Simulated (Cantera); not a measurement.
A closed system holds: 1 mol CuO, 0.32 mol CH₄, 0.23 mol CO, at 2350 K and 540 Torr.

Equilibrium computed with Cantera from the NASA thermochemical tables; the gas is ideal and each condensed phase is pure. The numbers say what is thermodynamically allowed, not how fast it happens.

| species | before | after |
|---|---|---|
| CO | 0.269 | 0.630 |
| CO₂ | 0.147 | 0.101 |
| Cu | 0.0938 | 0.0938 |
| H₂O | 0.365 | 0.0812 |
| H₂ | 0.116 | 0.0882 |
| O₂ | 0.000103 | 8.87e-6 |
| OH | 0.00271 | 0.000693 |
| CuO | 6.47e-5 | 1.89e-5 |
| O | 7.92e-5 | 2.32e-5 |
| H | 0.00501 | 0.00436 |
| Cu₂ | 0.00104 | 0.00104 |
| Cu(l), mol | 0.873 | 0.643 |
Gas species are given as mole fractions.

### Question
Name the change that produced these shifts.
(A) CH₄ from 0.32 to 1.8 mol
(B) temperature from 2350 K to 2623 K
(C) CO from 0.23 to 2.4 mol
(D) CH₄ from 0.32 to 3 mol

### Answer
C, CO from 0.23 to 2.4 mol
